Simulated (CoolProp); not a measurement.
The fluid at 256.82 K and 4.99 MPa is throttled through a valve to 2.35 MPa with no heat exchange. The same conditions are run with several fluids, on thermodynamics alone (safety and materials aside).

Values from CoolProp's reference Helmholtz-energy equation of state of each fluid (hexamethyldisiloxane (MM): Thol 2016; vinyl chloride: Thol 2022; R410A: Lemmon 2003; n-heptane: Span 2003; c-C4F8 (RC318): Platzer 1990). The equations of Platzer and Polt are older, rougher fits. Blends and air are pseudo-pure fits.

| fluid | temperature change (K) | final density (kg/m³) |
|---|---|---|
| hexamethyldisiloxane (MM) | +1.2 | ___ |
| vinyl chloride | ___ | ___ |
| R410A | ___ | ___ |
| n-heptane | +1.2 | ___ |
| c-C4F8 (RC318) | ___ | ___ |

Some entries are withheld; supply them.


- hexamethyldisiloxane (MM), final density (kg/m³): 804
- vinyl chloride, temperature change (K): +1.0
- vinyl chloride, final density (kg/m³): 976
- R410A, temperature change (K): +0.4
- R410A, final density (kg/m³): 1240
- n-heptane, final density (kg/m³): 715
- c-C4F8 (RC318), temperature change (K): +0.8
- c-C4F8 (RC318), final density (kg/m³): 1660
